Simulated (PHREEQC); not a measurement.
Alkaline etch or developer (model solution)

Solution (81 °C): 0.01 mol TMAH, 0.00095 mol NaAlO2 and 0.047 mol (CH3)4NCl per kg of water. Closed to the air; pH follows from the charge balance.

Computed with PHREEQC (ion-association model, phreeqc.dat).

This is a speciation only: nothing precipitates in the calculation.

### Question
Predict the pH, ionic strength.

### Answer
pH 10.46; ionic strength 0.0580 mol/kgw.

(CH3)4N+ isn't in the database: it is added as a free cation with an ion size of 4 Å. Constants without temperature data keep their 25 °C values here.
